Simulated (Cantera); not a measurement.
**Low-pressure radical oxidation in H2/O2**

An isothermal, constant-pressure homogeneous reactor starts with 0.0207 % H₂, 17.2 % O₂, 82.7 % N₂, equivalence ratio 0.00060, at 1075 K and 4.73 Torr.

Detailed kinetics in Cantera: the H2/O2 subset of GRI-Mech 3.0, which has no nitrogen chemistry. Radical loss at walls, strong at low pressure, is not modelled.

```tsv
t (s)	x H₂	x O₂	x H	x O	x OH	x H₂O	x HO₂
6.00e-6	0.000207	0.172	<1e-12	<1e-12	<1e-12	<1e-12	<1e-12
1.90e-5	0.000207	0.172	<1e-12	<1e-12	<1e-12	<1e-12	<1e-12
6.00e-5	0.000207	0.172	<1e-12	<1e-12	<1e-12	<1e-12	<1e-12
0.000190	0.000207	0.172	<1e-12	<1e-12	<1e-12	<1e-12	<1e-12
0.000600	0.000207	0.172	<1e-12	<1e-12	<1e-12	<1e-12	<1e-12
0.00190	0.000207	0.172	<1e-12	1.17e-12	1.16e-12	<1e-12	2.09e-12
0.00600	0.000207	0.172	1.19e-12	5.73e-12	5.53e-12	<1e-12	6.63e-12
0.0190	0.000207	0.172	1.63e-12	2.36e-11	2.10e-11	4.42e-12	2.10e-11
0.0600	0.000207	0.172	3.60e-12	1.18e-10	8.86e-11	5.55e-11	6.64e-11
0.190	0.000207	0.172	2.69e-11	1.36e-9	8.64e-10	1.18e-9	2.14e-10
0.600	0.000206	0.172	1.02e-8	5.42e-7	3.33e-7	5.54e-7	3.11e-9
1.90	6.60e-7	0.172	1.83e-6	0.000176	1.28e-5	0.000199	2.48e-8
6.00	9.62e-8	0.172	1.09e-6	0.000138	9.64e-6	0.000201	1.89e-8
19.0	5.12e-8	0.172	4.23e-7	7.35e-5	7.05e-6	0.000203	1.37e-8
60.0	1.48e-8	0.172	6.68e-8	2.14e-5	3.83e-6	0.000205	6.97e-9
```
x: mole fraction; the columns are a selection and need not sum to one.

Equilibrium at this temperature and pressure: H₂ 4.43e-12, O₂ 0.172, H <1e-12, O 6.90e-9, OH 6.93e-8, H₂O 0.000207, HO₂ 3.14e-11 (gas phase only).
